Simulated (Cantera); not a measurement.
Input: 1 mol Si₃N₄, 0.92 mol NF₃, 0.33 mol O₂, held at 1123 K and 0.368 Torr.

Equilibrium computed with Cantera from the NASA thermochemical tables; the gas is ideal and each condensed phase is pure. Candidate condensed phases: Si, SiO₂, Si₂N₂O, Si₃N₄; 28 gas species. Mutual solubility and eutectic melting of coexisting phases are not modelled. The tables' values for SiF₃ are old estimates; treat these amounts as uncertain. Rates play no part.

**Question.** What is the equilibrium state?

**Answer.** x(N₂): 0.623
x(SiF₄): 0.376
x(SiF₃): 0.00144
x(SiF₂): 7.60e-6
n(Si₂N₂O(s)): 0.660 mol
n(Si₃N₄(s)): 0.330 mol
gas amount: 1.831 mol
log10 activity of Si(s) (absent): -3.43
